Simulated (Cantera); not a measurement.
Charge: 1 mol S, a varied amount of H2O, held at 998 K and 24.8 Torr.

Cantera equilibrium calculation (NASA polynomials, part measured and part estimated; ideal gas, pure solids and liquids). Candidate condensed phases: H2O, H2SO4, S; 19 gas species. Gases not in the tables: S3 to S7. Equilibrium is a limit: real reactors are often held back by kinetics, nucleation or transport.

Problem. At 0.57 mol H2O, list the 6 most abundant gas species with their mole fractions, and the condensed phases.

Solution. H2O 0.409, S2 0.379, H2S 0.132, SO2 0.0686, H2 0.00850, S2O 0.00314. Condensed: gas only.
